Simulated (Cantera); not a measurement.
An isothermal, constant-pressure homogeneous reactor starts with 0.164 % CH4, 99.8 % N2, at 1373 K and 82.5 Torr.

Model: GRI-Mech 3.0 (53 species, 325 reactions), integrated in Cantera. GRI-Mech 3.0 stops at C3 and has no aromatics, soot or wall deposition, so with more carbon than oxygen in the feed, carbon stays in small species such as C2H2 where larger ones or solid carbon would form.

x: mole fraction; the columns are a selection and need not sum to one.

```json
[
 {"t (s)": "0.000400", "x CH4": "0.00164", "x CH2": "<1e-12", "x C2H4": "<1e-12", "x C2H": "<1e-12", "x H2": "4.55e-10", "x C2H2": "<1e-12"},
 {"t (s)": "0.00126", "x CH4": "0.00164", "x CH2": "<1e-12", "x C2H4": "<1e-12", "x C2H": "<1e-12", "x H2": "(withheld)", "x C2H2": "<1e-12"},
 {"t (s)": "0.00400", "x CH4": "0.00164", "x CH2": "<1e-12", "x C2H4": "<1e-12", "x C2H": "<1e-12", "x H2": "(withheld)", "x C2H2": "<1e-12"},
 {"t (s)": "0.0126", "x CH4": "0.00164", "x CH2": "<1e-12", "x C2H4": "7.37e-12", "x C2H": "<1e-12", "x H2": "(withheld)", "x C2H2": "<1e-12"},
 {"t (s)": "0.0400", "x CH4": "0.00164", "x CH2": "1.60e-12", "x C2H4": "2.39e-10", "x C2H": "<1e-12", "x H2": "(withheld)", "x C2H2": "<1e-12"},
 {"t (s)": "0.126", "x CH4": "0.00164", "x CH2": "1.33e-11", "x C2H4": "7.30e-9", "x C2H": "<1e-12", "x H2": "(withheld)", "x C2H2": "7.38e-11"},
 {"t (s)": "0.400", "x CH4": "0.00164", "x CH2": "9.66e-11", "x C2H4": "1.90e-7", "x C2H": "<1e-12", "x H2": "(withheld)", "x C2H2": "6.71e-9"},
 {"t (s)": "1.26", "x CH4": "0.00163", "x CH2": "5.09e-10", "x C2H4": "3.61e-6", "x C2H": "<1e-12", "x H2": "(withheld)", "x C2H2": "4.96e-7"},
 {"t (s)": "4.00", "x CH4": "0.00153", "x CH2": "1.28e-9", "x C2H4": "2.92e-5", "x C2H": "7.25e-12", "x H2": "(withheld)", "x C2H2": "2.12e-5"}
]
```

Task: Some entries are withheld; supply them.

Result: 
- 0.00126, x H2: 2.78e-9
- 0.00400, x H2: 1.15e-8
- 0.0126, x H2: 3.92e-8
- 0.0400, x H2: 1.27e-7
- 0.126, x H2: 4.19e-7
- 0.400, x H2: 1.68e-6
- 1.26, x H2: 1.25e-5
- 4.00, x H2: 0.000129
